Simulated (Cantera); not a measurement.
Feed: 1 mol Si3H8, 17 mol H2, held at 1.10 mbar.

Equilibrium computed with Cantera from the NASA thermochemical tables; the gas is ideal and each condensed phase is pure. Candidate condensed phases: Si; 9 gas species. The feed counts by its element totals alone. Gases not in the tables: Si2H6 and higher silanes. Rates play no part.

x: gas mole fraction; n: condensed amount in mol.

```tsv
T (°C)	x H2	x H	x Si	x SiH	x SiH2	n Si(s)	n Si(l)
825	1.000	7.46e-7	1.97e-11	2.00e-11	1.25e-9	3.00	0
875	1.000	2.16e-6	1.66e-10	1.17e-10	3.97e-9	3.00	0
925	1.000	5.73e-6	1.17e-9	5.90e-10	1.14e-8	3.00	0
975	1.000	1.41e-5	7.05e-9	2.61e-9	3.02e-8	3.00	0
1025	1.000	3.23e-5	3.69e-8	1.03e-8	7.39e-8	3.00	0
1075	1.000	6.98e-5	1.71e-7	3.65e-8	1.69e-7	3.00	0
1125	1.000	0.000143	7.08e-7	1.18e-7	3.66e-7	3.00	0
1175	1.000	0.000278	2.66e-6	3.53e-7	7.48e-7	3.00	0
1225	0.999	0.000518	9.12e-6	9.79e-7	1.46e-6	3.00	0
1275	0.999	?	?	?	?	3.00	0
1325	0.998	?	?	?	?	3.00	0
1375	0.997	0.00268	0.000234	1.43e-5	8.45e-6	2.99	0
1425	0.995	0.00435	0.000597	3.08e-5	1.39e-5	0	2.99
1475	0.992	0.00686	0.00132	5.82e-5	2.04e-5	0	2.97
```

**Question.** Complete the blanks.

**Answer.** 
- 1275, x H: 0.000928
- 1275, x Si: 2.89e-5
- 1275, x SiH: 2.54e-6
- 1275, x SiH2: 2.72e-6
- 1325, x H: 0.00160
- 1325, x Si: 8.50e-5
- 1325, x SiH: 6.18e-6
- 1325, x SiH2: 4.89e-6
